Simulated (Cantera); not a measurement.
Adiabatic ignition

An adiabatic, constant-volume homogeneous reactor starts with 16.1 % CH4, 2.25 % C2H6, 16.7 % O2, 62.6 % N2, 2.41 % H2O, at 1725 K and 100000 Pa.

Cantera simulation using GRI-Mech 3.0 (53 species, 325 reactions); the numbers are that mechanism's predictions, not measurements.

```
t (s)     T (K)  P (bar)     x CH4   x C2H6     x O2     x NO2    x HCO       x H     x HO2
--------  -----  -------  --------  -------  -------  --------  -------  --------  --------
1.00e-6    1722    0.999     0.160   0.0221    0.167    <1e-12  1.00e-9   2.17e-6   2.71e-6
2.36e-6    1718    0.997     0.160   0.0216    0.167    <1e-12  1.45e-8   7.46e-6   1.30e-5
5.58e-6    1711    0.994     0.160   0.0204    0.166    <1e-12  2.51e-7   2.80e-5   5.11e-5
1.32e-5    1707    0.995     0.156   0.0174    0.164    <1e-12  3.28e-6   7.64e-5  0.000118
3.12e-5    1761     1.04     0.137  0.00980    0.149  2.08e-11  2.52e-5  0.000191  0.000280
7.37e-5    2785     1.99   0.00106  1.01e-7  1.68e-5   2.11e-9  6.21e-6    0.0115   2.24e-8
0.000174   2740     2.00   1.50e-7   <1e-12  2.21e-5   7.86e-9  5.81e-7    0.0165   2.85e-8
0.000411   2715     1.98  8.12e-11   <1e-12  3.08e-5   7.29e-9  6.24e-7    0.0195   3.88e-8
0.000972   2715     1.98  7.60e-11   <1e-12  3.16e-5   5.59e-9  6.27e-7    0.0197   3.98e-8
0.00230    2715     1.98  7.47e-11   <1e-12  3.19e-5   4.36e-9  6.28e-7    0.0198   4.01e-8
0.00543    2716     1.98  7.43e-11   <1e-12  3.19e-5   4.02e-9  6.29e-7    0.0198   4.02e-8
0.0128     2716     1.98  7.43e-11   <1e-12  3.19e-5   4.01e-9  6.29e-7    0.0198   4.02e-8
0.0303     2716     1.98  7.43e-11   <1e-12  3.19e-5   4.01e-9  6.29e-7    0.0198   4.02e-8
0.0716     2716     1.98  7.43e-11   <1e-12  3.19e-5   4.01e-9  6.29e-7    0.0198   4.02e-8
0.169      2716     1.98  7.43e-11   <1e-12  3.19e-5   4.01e-9  6.29e-7    0.0198   4.02e-8
0.400      2716     1.98  7.43e-11   <1e-12  3.19e-5   4.01e-9  6.29e-7    0.0198   4.02e-8
```
x: mole fraction; the columns are a selection and need not sum to one.

```json
{
  "time_of_steepest_temperature_rise": "57.6 µs",
  "temperature at 0.400 s": "2716 K",
  "equilibrium_temperature": "2716 K",
  "x(CH4) at 0.400 s": "7.43e-11 (gas-phase equilibrium 8.31e-11)",
  "x(C2H6) at 0.400 s": "<1e-12 (gas-phase equilibrium <1e-12)",
  "x(O2) at 0.400 s": "3.19e-5 (gas-phase equilibrium 3.19e-5)"
}
```
